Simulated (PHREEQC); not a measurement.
Model water analysis in mg/kgw, 25 °C, pH 6.99, pe 12.4:

```tsv
constituent	mg/kgw
Na	0.0466
K	0.0441
Ca	0.0361
Mg	0.0164
Cl	0.0316
S(6) as SO4	0.155
Alkalinity as HCO3	0.123
Cu(2)	0.00129
Ni	0.000509
Pb	0.00994
Si as SiO2	0.00018
```

Cl is adjusted to close the charge balance.
Valence states are taken as typed.

Model: ion-association model, wateq4f.dat, run in PHREEQC.

```yaml
ionic_strength: 9.77e-6 mol/kgw
```

```tsv
species	molality	activity	log γ
Na+	2.03e-6	2.02e-6	-0.002
HCO3-	1.98e-6	1.98e-6	-0.002
SO4-2	1.61e-6	1.59e-6	-0.006
Cl-	1.22e-6	1.21e-6	-0.002
K+	1.13e-6	1.12e-6	-0.002
Ca+2	9.00e-7	8.87e-7	-0.006
Mg+2	6.74e-7	6.64e-7	-0.006
CO2	4.55e-7	4.55e-7	0.000
H+	1.03e-7	1.02e-7	-0.002
OH-	9.82e-8	9.78e-8	-0.002
Pb+2	3.97e-8	3.92e-8	-0.006
Cu(OH)2	1.30e-8	1.30e-8	0.000
Ni+2	8.60e-9	8.47e-9	-0.006
PbOH+	7.49e-9	7.46e-9	-0.002
Cu+2	6.61e-9	6.52e-9	-0.006
```

No solid was allowed to form. The database's constant for dissolved Cu(OH)2 is higher than later reviews accept.
